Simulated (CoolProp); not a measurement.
R236FA along the isotherm 400 K: fugacity coefficient from the reference equation and from simpler models built on Tc = 398.1 K, pc = 3.191 MPa, ω = 0.377; each cubic takes its own stable root.

Values from CoolProp's reference Helmholtz-energy equation of state, Pan 2012.

```tsv
p (MPa)	phase	reference
0.0151	gas	0.9984
0.0344	gas	0.9963
0.0784	gas	0.9916
0.178	gas	0.9810
0.406	gas	0.9568
0.924	gas	0.9026
2.1	gas	0.7818
4.79	supercritical	0.4875
```

Problem. How far does each simpler model (van der Waals, Redlich-Kwong, Soave-Redlich-Kwong, Peng-Robinson) lie from the reference over these 8 states: mean and median of the absolute difference, and the worst?

Solution. 
- van der Waals: mean 1.9 %, median 0.5 %, worst +9.3 % at 400 K and 4.79 MPa
- Redlich-Kwong: mean 0.5 %, median 0.1 %, worst +3.0 % at 400 K and 4.79 MPa
- Soave-Redlich-Kwong: mean 0.6 %, median 0.1 %, worst +3.5 % at 400 K and 4.79 MPa
- Peng-Robinson: mean 0.5 %, median 0.3 %, worst -1.8 % at 400 K and 2.1 MPa
